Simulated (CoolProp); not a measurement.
50 sccm (0 °C, 1 atm) of nitrogen bubbles through liquid dimethyl carbonate at 308.3 K and leaves saturated at a total pressure of 0.15 MPa (ideal gas phase). Each further row changes one setting.

The numbers come from the reference Helmholtz-energy equation of state, Zhou 2011 in CoolProp.

```csv
case,vapour pressure (kPa),mole fraction of vapour,delivery (mg/min),delivery (sccm),change of delivery for a bath 1 K warmer (%)
as stated,12.0,[?],[?],4.34,5.3
bath temperature 313.3 K,[?],[?],[?],5.60,[?]
total pressure 0.3 MPa,12.0,0.0399,[?],[?],5.0
```

Q: Some entries are withheld; supply them.

A: 
- as stated, mole fraction of vapour: 0.0799
- as stated, delivery (mg/min): 17.4
- bath temperature 313.3 K, vapour pressure (kPa): 15.1
- bath temperature 313.3 K, mole fraction of vapour: 0.101
- bath temperature 313.3 K, delivery (mg/min): 22.5
- bath temperature 313.3 K, change of delivery for a bath 1 K warmer (%): 5.2
- total pressure 0.3 MPa, delivery (mg/min): 8.36
- total pressure 0.3 MPa, delivery (sccm): 2.08
